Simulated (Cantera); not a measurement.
Charge: 1 mol Al(CH₃)₃, 2.2 mol NH₃, 5.5 mol N₂, equilibrated at 350 °C and 10000 Pa.

These are equilibrium values from Cantera (NASA tables, ideal gas, pure condensed phases), not measurements of a reactor. Candidate condensed phases: Al, AlN, C, C₆H₆, C₇H₈, C₈H₁₈; 97 gas species. The feed counts by its element totals alone. Rates play no part.

Base state: N₂ 0.544, CH₄ 0.239, H₂ 0.217, NH₃ 0.000211 (mole fractions); condensed: AlN(s) + C(graphite).

Problem. What changes in the equilibrium state with this change: N₂ from 5.5 to 32 mol?

Solution. 
```json
[
 {"species": "N₂", "before": "0.544", "after": "0.848"},
 {"species": "H₂", "before": "0.217", "after": "0.100"},
 {"species": "CH₄", "before": "0.239", "after": "0.0512"},
 {"species": "NH₃", "before": "0.000211", "after": "8.31e-5"},
 {"species": "AlN(s), mol", "before": "1.00", "after": "1.00"},
 {"species": "C(graphite), mol", "before": "0.319", "after": "1.03"}
]
```
